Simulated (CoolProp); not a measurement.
A simple Rankine cycle with isobutane: condensing at 299.15 K, boiler at 1.21 MPa, turbine inlet 363 K, turbine efficiency 0.85, pump efficiency 0.6, no recuperator. Each further row changes one setting.

Model: reference Helmholtz-energy equation of state, Bücker 2006, in CoolProp.

| case | thermal efficiency (%) | net work (kJ/kg) | heat in (kJ/kg) | turbine exit temperature (K) | volume ratio over the turbine |
|---|---|---|---|---|---|
| as stated | 9.8 | 41.4 | 422 | 327.7 | ? |
| turbine inlet 383 K | ? | 45.4 | 467 | 349.2 | 3.42 |
| condensing temperature 291.15 K | 11.3 | 49.8 | ? | 321.7 | 4.41 |
| boiler pressure 0.847 MPa | 7.2 | 31.4 | 435 | ? | 2.36 |
| turbine efficiency 0.75 | 8.6 | ? | 422 | 330.4 | ? |

Task: Fill in the missing entries.

Result: 
- as stated, volume ratio over the turbine: 3.49
- turbine inlet 383 K, thermal efficiency (%): 9.7
- condensing temperature 291.15 K, heat in (kJ/kg): 441
- boiler pressure 0.847 MPa, turbine exit temperature (K): 339.7
- turbine efficiency 0.75, net work (kJ/kg): 36.2
- turbine efficiency 0.75, volume ratio over the turbine: 3.53
